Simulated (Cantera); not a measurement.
An isothermal, constant-pressure homogeneous reactor starts with H2 : O2 = 0.056 : 4.3 (molar parts), at 1225 K and 0.0132 atm.

Model: GRI-Mech 3.0 (53 species, 325 reactions), integrated in Cantera. Radical loss at walls, strong at low pressure, is not modelled.

x: mole fraction; the columns are a selection and need not sum to one.

| t (s) | x H2 | x O2 | x O | x H2O | x OH | x HO2 | x H2O2 |
|---|---|---|---|---|---|---|---|
| 1.00e-5 | 0.0129 | 0.987 | 2.25e-11 | <1e-12 | 2.23e-11 | 1.85e-10 | <1e-12 |
| 6.45e-5 | 0.0129 | 0.987 | 6.31e-10 | 5.99e-11 | 6.04e-10 | 1.20e-9 | <1e-12 |
| 0.000416 | 0.0129 | 0.987 | (withheld) | (withheld) | (withheld) | (withheld) | 2.05e-12 |
| 0.00268 | 0.0128 | 0.987 | 6.43e-6 | 7.28e-6 | 4.57e-6 | 6.69e-8 | 8.79e-11 |
| 0.0173 | 6.54e-5 | 0.976 | 0.0102 | 0.0120 | 0.00105 | 1.00e-6 | 2.26e-8 |
| 0.112 | 3.91e-5 | 0.981 | 0.00600 | 0.0123 | 0.000817 | 7.96e-7 | 2.13e-8 |
| 0.721 | 6.06e-6 | 0.986 | 0.000909 | 0.0128 | 0.000323 | 2.95e-7 | 1.32e-8 |
| 4.65 | 2.90e-7 | 0.987 | 4.35e-5 | 0.0129 | 7.12e-5 | 3.53e-8 | 2.55e-9 |
| 30.0 | (withheld) | 0.987 | (withheld) | 0.0129 | (withheld) | (withheld) | 2.54e-10 |

Q: What belongs in the gaps?

A: 
- 0.000416, x O: 1.17e-8
- 0.000416, x H2O: 6.34e-9
- 0.000416, x OH: 9.34e-9
- 0.000416, x HO2: 7.73e-9
- 30.0, x H2: 1.70e-8
- 30.0, x O: 2.56e-6
- 30.0, x OH: 1.73e-5
- 30.0, x HO2: 5.34e-9
